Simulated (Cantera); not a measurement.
# Catalytic stagnation flow on Pt

A jet of 7.39 % CH4, 10.4 % O2, 82.2 % N2 at 300 K and 31000 Pa hits a platinum plate 2.3 cm away at a mass flux of 0.13 kg/m²/s; the plate temperature is set and raised in steps from an oxygen-covered start.

Computed with Cantera and Deutschmann's 1995 Pt surface mechanism with GRI-Mech 3.0 gas chemistry. Catalytic surfaces can have several steady states; this one follows from the mechanism file's or the stated starting coverage.

| plate T (K) | wall x CH4 | wall x O2 | wall x H2O | wall x OH | wall x CO | wall x CO2 | θ free Pt | θ H* | θ CO* | θ C* |
|---|---|---|---|---|---|---|---|---|---|---|
| 950 | 0.0125 | 0.00476 | 0.111 | <1e-8 | 0.0603 | 0.00441 | 0.448 | 0.000617 | 0.511 | 0.0408 |
| 1000 | 0.00878 | 0.00347 | 0.111 | <1e-8 | 0.0663 | 0.00190 | 0.543 | 0.00184 | 0.363 | 0.0926 |
| 1050 | 0.00572 | 0.00239 | 0.109 | <1e-8 | 0.0678 | 0.00368 | 0.676 | 0.00248 | 0.274 | 0.0480 |
| 1100 | 0.00418 | 0.00183 | 0.105 | <1e-8 | 0.0657 | 0.00805 | 0.793 | 0.00269 | 0.185 | 0.0190 |
| 1150 | 0.00345 | 0.00158 | 0.0997 | <1e-8 | 0.0609 | 0.0144 | 0.876 | 0.00272 | 0.113 | 0.00798 |
| 1200 | 0.00312 | 0.00147 | 0.0941 | 1.90e-8 | 0.0550 | 0.0217 | 0.929 | 0.00266 | 0.0649 | 0.00368 |
| 1250 | 0.00299 | 0.00145 | 0.0888 | 4.47e-8 | 0.0488 | 0.0290 | 0.959 | 0.00253 | 0.0364 | 0.00184 |
x: mole fraction at the wall; θ: surface coverage.
